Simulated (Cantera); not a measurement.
A freely propagating, adiabatic, planar premixed flame of H2 : O2 : N2 = 1 : 0.179 : 0.821 (molar parts), equivalence ratio 2.8, unburnt at 425 K and 9.00 bar; mixture-averaged transport, grid criteria slope 0.08 and curve 0.16, no radiation.

Detailed kinetics in Cantera: the H2/O2 subset of GRI-Mech 3.0, which has no nitrogen chemistry. The hydrogen kinetics of GRI-Mech 3.0 are dated; newer H2 mechanisms differ, most at raised pressure. Burning velocities carry a grid error of a few per cent, more on coarse grids.

```json
[
 {"quantity": "laminar burning velocity", "before": "239 cm/s", "after": "831 cm/s"},
 {"quantity": "thermal thickness", "before": "0.0340 mm", "after": "0.0334 mm"},
 {"quantity": "peak x(O)", "before": "0.000331", "after": "0.000837"},
 {"quantity": "peak x(H)", "before": "0.0156", "after": "0.0322"},
 {"quantity": "peak x(OH)", "before": "0.000585", "after": "0.00142"}
]
```

**Question.** Name the change that produced these shifts.
(A) inlet temperature 425 to 700 K
(B) N2 0.821 to 1 parts
(C) inlet temperature 425 to 650 K
(D) inlet temperature 425 to 600 K

**Answer.** A, inlet temperature 425 to 700 K
